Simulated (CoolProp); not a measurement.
R125 along the isobar 2.64 MPa: fugacity coefficient from the reference equation and from simpler models built on Tc = 66.0 °C, pc = 3.618 MPa, ω = 0.305; each cubic takes its own stable root.

Model: reference Helmholtz-energy equation of state, Lemmon 2005, in CoolProp.

```json
[
 {"T (°C)": "20.25", "phase": "liquid", "reference": "0.3940"},
 {"T (°C)": "25.75", "phase": "liquid", "reference": "0.4440"},
 {"T (°C)": "31.25", "phase": "liquid", "reference": "0.4967"},
 {"T (°C)": "36.85", "phase": "liquid", "reference": "0.5530"},
 {"T (°C)": "42.35", "phase": "liquid", "reference": "0.6102"},
 {"T (°C)": "47.95", "phase": "liquid", "reference": "0.6700"},
 {"T (°C)": "53.45", "phase": "gas", "reference": "0.7172"},
 {"T (°C)": "58.95", "phase": "gas", "reference": "0.7354"},
 {"T (°C)": "64.55", "phase": "gas", "reference": "0.7518"},
 {"T (°C)": "70.05", "phase": "gas", "reference": "0.7664"},
 {"T (°C)": "75.55", "phase": "gas", "reference": "0.7798"},
 {"T (°C)": "81.15", "phase": "gas", "reference": "0.7923"},
 {"T (°C)": "86.65", "phase": "gas", "reference": "0.8037"}
]
```

Question: How far does each simpler model (van der Waals, Redlich-Kwong, Soave-Redlich-Kwong, Peng-Robinson) lie from the reference over these 13 states: mean and median of the absolute difference, and the worst?

Answer: 
- van der Waals: mean 16.6 %, median 6.2 %, worst +52.4 % at 20.25 °C and 2.64 MPa
- Redlich-Kwong: mean 6.6 %, median 1.7 %, worst +21.1 % at 20.25 °C and 2.64 MPa
- Soave-Redlich-Kwong: mean 1.4 %, median 0.8 %, worst +2.8 % at 20.25 °C and 2.64 MPa
- Peng-Robinson: mean 1.5 %, median 1.9 %, worst -2.2 % at 75.55 °C and 2.64 MPa

At some of these states van der Waals, Redlich-Kwong gives the other phase, because its saturation line lies elsewhere.
